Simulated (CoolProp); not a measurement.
The fluid at 495 K and 22.3 MPa expands adiabatically to 4.31 MPa with isentropic efficiency 1. The same conditions are run with several fluids, on thermodynamics alone (safety and materials aside).

Values from CoolProp's reference Helmholtz-energy equation of state of each fluid (nitrous oxide: Lemmon 2006; dry air: Lemmon 2000; R22: Kamei 1995; propane: Lemmon 2009; oxygen: Schmidt 1985). Blends and air are pseudo-pure fits.

```
fluid          work (kJ/kg)  final temperature (K)    final phase  final density (kg/m³)
-------------  ------------  ---------------------  -------------  ---------------------
nitrous oxide             …                      …            gas                   79.5
dry air                 193                  307.5  supercritical                      …
R22                       …                      …            gas                      …
propane                   …                  407.3  supercritical                   80.6
oxygen                    …                  310.1            gas                   54.6
```

Question: What belongs in the gaps?

Answer: 
- nitrous oxide, work (kJ/kg): 107
- nitrous oxide, final temperature (K): 342.6
- dry air, final density (kg/m³): 49.1
- R22, work (kJ/kg): 43.7
- R22, final temperature (K): 379.6
- R22, final density (kg/m³): 183
- propane, work (kJ/kg): 92.4
- oxygen, work (kJ/kg): 171

Above 300 K oxygen's equation is extrapolated.
